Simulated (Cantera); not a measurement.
# Cu₂O + CH₄ + H₂ + CO₂ (carbothermic reduction)

Feed: 1 mol Cu₂O, 0.57 mol CH₄, 1.3 mol H₂, 0.00092 mol CO₂, equilibrated at 13.3 mbar.

Equilibrium computed with Cantera from the NASA thermochemical tables; the gas is ideal and each condensed phase is pure. Candidate condensed phases: C, C₆H₆, C₇H₈, C₈H₁₈, Cu, CuO, Cu(OH)₂, Cu₂O, H₂O; 113 gas species. Rates play no part.

At 1000 °C the condensed part is Cu(s). From 1100 °C to 1700 °C the condensed part is Cu(l). The main Cu-bearing gas is Cu throughout.

```
T (°C)   x H₂      x Cu   x CO  x H₂O    x CO₂  n Cu(s)  n Cu(l)
------  -----  --------  -----  -----  -------  -------  -------
1000    0.686   6.18e-6  0.171  0.124   0.0187     2.00        0
1100    0.683   5.93e-5  0.174  0.127   0.0157        0     2.00
1200    0.680  0.000388  0.176  0.130   0.0135        0     2.00
1300    0.678   0.00199  0.177  0.131   0.0119        0     1.99
1400    0.672   0.00834  0.177  0.131   0.0105        0     1.97
1500    0.655    0.0296  0.175  0.129  0.00929        0     1.91
1600    0.611    0.0913  0.164  0.122  0.00796        0     1.70
1700    0.499     0.250  0.135  0.100  0.00606        0    0.980
```
x: gas mole fraction; n: condensed amount in mol.
